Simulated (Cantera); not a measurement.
What does this Cantera script print?

```python
import numpy as np
import cantera as ct

gas_names = """
    B BH BH2 BH3 BN BO BO2 B2 B2O B2O2 B2O3 B3O3H3 H HBO HBO2 HNO HNO2 HNO3 HO2 H2 H2O H2O2 H3B3O6 N NH
    NH2 NH3 NH2OH NO NO2 NO3 N2 N2H2 N2H4 N2O O OH O2 O3
""".split()
cond_names = """
    B(b) B(L) BN(s) B2O3(L) B3O3H3(cr) H2O(s) H2O(L)
""".split()


# ... load() reads the species with a 1 bar reference pressure and builds the phases ...
atoms = {
    'B2H6': {'B': 2, 'H': 6},
    'H2O': {'H': 2, 'O': 1},
    'N2': {'N': 2},
}
top_T = {'BN(s)': 3200}  # K; cautious upper limits of use, not melting points


# ... equilibrate(T, P, feed) seeds the gas with the atoms and calls Mixture.equilibrate('TP', solver="vcs", rtol=1e-11, max_steps=5000) ...
results = []
feed = {'B2H6': 1, 'H2O': 5, 'N2': 12}  # mol
T = 950  # K
P = 10000  # Pa
mix = equilibrate(T, P, feed)
results.append((T, P, feed, dict(zip(mix.species_names, mix.species_moles))))
print(gas.report(threshold=1e-06))
for i in range(1, mix.n_phases):
    print(f"{mix.phase(i).name:16s} {mix.phase_moles(i):12.5e} mol")
```

Result:

```
       temperature   950 K
          pressure   10000 Pa
           density   0.024379 kg/m^3
  mean mol. weight   19.256 kg/kmol
   phase of matter   gas

                          1 kg             1 kmol
                     ---------------   ---------------
          enthalpy       -2.4865e+05       -4.7881e+06  J
   internal energy       -6.5885e+05       -1.2687e+07  J
           entropy             12210        2.3512e+05  J/K
    Gibbs function       -1.1848e+07       -2.2816e+08  J
 heat capacity c_p            1694.1             32622  J/K
 heat capacity c_v            1262.3             24307  J/K

                      mass frac. Y      mole frac. X     chem. pot. / RT
                     ---------------   ---------------   ---------------
              HBO2        1.9693e-05        8.6546e-06           -116.63
                H2          0.031412           0.30004           -20.886
               H2O          0.093063          0.099475           -59.932
            H3B3O6         0.0024552        0.00035966            -349.9
               NH3        9.2851e-06        1.0498e-05           -45.101
                N2           0.87304           0.60011           -27.544
     [  +33 minor]        1.5101e-10        1.0295e-09

B(b)              0.00000e+00 mol
BN(s)             0.00000e+00 mol
B2O3(L)           9.89126e-01 mol
B3O3H3(cr)        0.00000e+00 mol
```

Cantera equilibrium calculation (NASA polynomials, part measured and part estimated; ideal gas, pure solids and liquids). The feed counts by its element totals alone. Gases not in the tables: H3BO3.
